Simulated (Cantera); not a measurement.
Cantera run:

```python
import numpy as np
import cantera as ct

gas_names = """
    B BH BH2 BH3 BN BO BO2 B2 B2O B2O2 B2O3 B3O3H3 H HBO HBO2 HNO HNO2 HNO3 HO2 H2 H2O H2O2 H3B3O6 N NH
    NH2 NH3 NH2OH NO NO2 NO3 N2 N2H2 N2H4 N2O O OH O2 O3
""".split()
cond_names = """
    B(b) B(L) BN(s) B2O3(L) B3O3H3(cr) H2O(s) H2O(L)
""".split()


# ... load() reads the species with a 1 bar reference pressure and builds the phases ...
atoms = {
    'B2O3': {'B': 2, 'O': 3},
    'H2O': {'H': 2, 'O': 1},
    'N2': {'N': 2},
    'NH3': {'N': 1, 'H': 3},
}
top_T = {'BN(s)': 3200}  # K; cautious upper limits of use, not melting points


# ... equilibrate(T, P, feed) seeds the gas with the atoms and calls Mixture.equilibrate('TP', solver="vcs", rtol=1e-11, max_steps=5000) ...
results = []
feed = {'B2O3': 1, 'H2O': 12, 'N2': 0.99, 'NH3': 4.8}  # mol
P = 133.322  # Pa
for T in [998, 1098, 1198, 1298, 1398, 1498, 1598, 1698, 1798, 1898, 1998, 2098, 2198]:
    mix = equilibrate(T, P, feed)
    results.append((T, P, feed, dict(zip(mix.species_names, mix.species_moles))))
    x = sorted(zip(gas.X, gas.species_names), reverse=True)
    print(f"T = {T:g} K  P = {P:g} Pa  gas = {mix.phase_moles(0):.4g} mol")
    print("   x: " + "  ".join(f"{s} {v:.3e}" for v, s in x if v > 1e-06))
    print("   condensed (mol): " + ("  ".join(f"{mix.phase(i).name} {mix.phase_moles(i):.4g}"
          for i in range(1, mix.n_phases) if mix.phase_moles(i) > 1e-12) or "none"))
```

Output:

```
T = 998 K  P = 133.322 Pa  gas = 22.59 mol
   x: H2O 5.303e-01  H2 3.187e-01  N2 1.501e-01  HBO2 5.014e-04  H3B3O6 3.968e-04
   condensed (mol): B2O3(L) 0.9809
T = 1098 K  P = 133.322 Pa  gas = 22.63 mol
   x: H2O 5.283e-01  H2 3.182e-01  N2 1.498e-01  HBO2 3.354e-03  H3B3O6 2.470e-04
   condensed (mol): B2O3(L) 0.9537
T = 1198 K  P = 133.322 Pa  gas = 22.77 mol
   x: H2O 5.188e-01  H2 3.162e-01  N2 1.489e-01  HBO2 1.594e-02  H3B3O6 1.606e-04  B2O3 6.463e-06  H 2.928e-06
   condensed (mol): B2O3(L) 0.8128
T = 1298 K  P = 133.322 Pa  gas = 23.26 mol
   x: H2O 4.870e-01  H2 3.095e-01  N2 1.457e-01  HBO2 5.743e-02  B2O3 1.321e-04  H3B3O6 1.030e-04  H 1.633e-05  HBO 4.667e-06
   condensed (mol): B2O3(L) 0.3254
T = 1398 K  P = 133.322 Pa  gas = 23.59 mol
   x: H2O 4.667e-01  H2 3.052e-01  N2 1.437e-01  HBO2 8.391e-02  B2O3 4.125e-04  H 7.159e-05  HBO 1.518e-05  H3B3O6 8.352e-06  OH 2.159e-06
   condensed (mol): none
T = 1498 K  P = 133.322 Pa  gas = 23.59 mol
   x: H2O 4.668e-01  H2 3.050e-01  N2 1.437e-01  HBO2 8.364e-02  B2O3 5.497e-04  H 2.599e-04  HBO 2.947e-05  OH 1.128e-05  BO2 2.496e-06
   condensed (mol): none
T = 1598 K  P = 133.322 Pa  gas = 23.6 mol
   x: H2O 4.668e-01  H2 3.047e-01  N2 1.436e-01  HBO2 8.327e-02  H 8.046e-04  B2O3 7.057e-04  HBO 5.248e-05  OH 4.799e-05  BO2 1.050e-05  BO 3.154e-06
   condensed (mol): none
T = 1698 K  P = 133.322 Pa  gas = 23.62 mol
   x: H2O 4.665e-01  H2 3.038e-01  N2 1.435e-01  HBO2 8.279e-02  H 2.183e-03  B2O3 8.779e-04  OH 1.723e-04  HBO 8.698e-05  BO2 3.730e-05  BO 1.253e-05  NO 2.219e-06
   condensed (mol): none
T = 1798 K  P = 133.322 Pa  gas = 23.66 mol
   x: H2O 4.656e-01  H2 3.018e-01  N2 1.433e-01  HBO2 8.211e-02  H 5.298e-03  B2O3 1.062e-03  OH 5.371e-04  HBO 1.355e-04  BO2 1.151e-04  BO 4.247e-05  NO 8.578e-06  O 7.303e-06  O2 4.988e-06
   condensed (mol): none
T = 1898 K  P = 133.322 Pa  gas = 23.75 mol
   x: H2O 4.630e-01  H2 2.980e-01  N2 1.427e-01  HBO2 8.105e-02  H 1.169e-02  OH 1.485e-03  B2O3 1.251e-03  BO2 3.148e-04  HBO 1.996e-04  BO 1.256e-04  O 4.378e-05  O2 2.970e-05  NO 2.884e-05
   condensed (mol): none
T = 1998 K  P = 133.322 Pa  gas = 23.94 mol
   x: H2O 4.572e-01  H2 2.913e-01  N2 1.416e-01  HBO2 7.929e-02  H 2.371e-02  OH 3.703e-03  B2O3 1.432e-03  BO2 7.756e-04  BO 3.298e-04  HBO 2.787e-04  O 2.204e-04  O2 1.492e-04  NO 8.606e-05
   condensed (mol): none
T = 2098 K  P = 133.322 Pa  gas = 24.31 mol
   x: H2O 4.444e-01  H2 2.807e-01  N2 1.394e-01  HBO2 7.623e-02  H 4.465e-02  OH 8.389e-03  BO2 1.735e-03  B2O3 1.583e-03  O 9.520e-04  BO 7.802e-04  O2 6.428e-04  HBO 3.698e-04  NO 2.304e-04  B2O2 1.154e-06
   condensed (mol): none
T = 2198 K  P = 133.322 Pa  gas = 25.01 mol
   x: H2O 4.178e-01  H2 2.664e-01  N2 1.353e-01  H 7.871e-02  HBO2 7.095e-02  OH 1.717e-02  O 3.539e-03  BO2 3.512e-03  O2 2.342e-03  BO 1.689e-03  B2O3 1.675e-03  NO 5.500e-04  HBO 4.695e-04  B2O2 1.722e-06
   condensed (mol): none
```

Equilibrium computed with Cantera from the NASA thermochemical tables; the gas is ideal and each condensed phase is pure. Gases not in the tables: H3BO3.
